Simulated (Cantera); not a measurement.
## SiH2Cl2 + N2 (silicon nitride deposition)

Input: 1 mol SiH2Cl2, 2.8 mol N2, equilibrated at 24.0 Torr.

Cantera equilibrium calculation (NASA polynomials, part measured and part estimated; ideal gas, pure solids and liquids). Candidate condensed phases: NH4Cl, Si, Si3N4; 28 gas species. N2 is the only nitrogen source here; it is nearly inert below about 1500 K, so the nitride shown seldom forms there in practice. The tables' values for SiCl3, SiCl are old estimates; treat these amounts as uncertain. Rates play no part.

| T (K) | log p N2 | log p HCl | log p H2 | log p SiCl2 | log p SiCl4 | log p SiCl3 | log p SiHCl3 | n Si3N4(s) |
|---|---|---|---|---|---|---|---|---|
| 998 | -1.74 | -2.07 | -2.44 | -7.52 | -2.74 | -5.83 | -5.28 | 0.257 |
| 1098 | -1.75 | -2.05 | -2.47 | -6.19 | -2.77 | -5.06 | -5.03 | 0.261 |
| 1198 | -1.75 | -2.03 | -2.49 | -5.09 | -2.80 | -4.42 | -4.82 | 0.264 |
| 1298 | -1.75 | -2.03 | -2.50 | -4.18 | -2.85 | -3.90 | -4.67 | 0.264 |
| 1398 | -1.75 | -2.03 | -2.51 | -3.43 | -2.95 | -3.51 | -4.58 | 0.255 |
| 1498 | -1.75 | -2.07 | -2.48 | -2.88 | -3.23 | -3.30 | -4.63 | 0.226 |
| 1598 | -1.75 | -2.16 | -2.42 | -2.55 | -3.78 | -3.36 | -4.88 | 0.177 |
| 1698 | -1.74 | -2.29 | -2.35 | -2.39 | -4.51 | -3.60 | -5.28 | 0.129 |
log p: log10 of the partial pressure in bar; n: condensed amount in mol.

From 998 K to 1698 K the condensed part is Si3N4(s). The main Si-bearing gas is SiCl4 at 998 K and SiCl2 at 1698 K.
